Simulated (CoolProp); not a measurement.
Vapour-liquid equilibrium of n-butane (1) + benzene (2) at 372.2 K; x and y are mole fractions of (1).

Model: multi-fluid Helmholtz-energy mixture model, Bücker 2006 and Thol 2012; pair parameters Bell 2016, in CoolProp.

| x | bubble pressure (bar) | y at the bubble point | dew pressure at overall composition x (bar) | liquid density (mol/L) |
|---|---|---|---|---|
| 0.05 | 2.491 | 0.315 | 1.842 | 10.07 |
| 0.15 | 3.985 | 0.599 | 2.043 | 9.929 |
| 0.25 | 5.454 | 0.728 | [?] | 9.775 |
| 0.35 | 6.851 | 0.801 | 2.613 | [?] |
| 0.45 | 8.156 | 0.848 | 3.034 | 9.425 |
| 0.55 | 9.376 | 0.883 | 3.614 | 9.227 |
| 0.65 | 10.54 | 0.910 | 4.463 | 9.010 |
| 0.75 | 11.70 | 0.935 | 5.813 | 8.772 |
| 0.85 | 12.90 | [?] | 8.205 | 8.511 |
| 0.95 | 14.24 | 0.985 | 12.45 | 8.223 |

Task: Some entries are withheld; supply them.

Result: 
- 0.25, dew pressure at overall composition x (bar): 2.294
- 0.35, liquid density (mol/L): 9.607
- 0.85, y at the bubble point: 0.959

No azeotrope shows between x = 0.05 and 0.95.

The pair parameters rest on a limited set of measurements; away from them the model extrapolates. The gap from Raoult's law changes sign with composition, which may be real or a fault of the pair parameters; it wasn't checked against measurements.
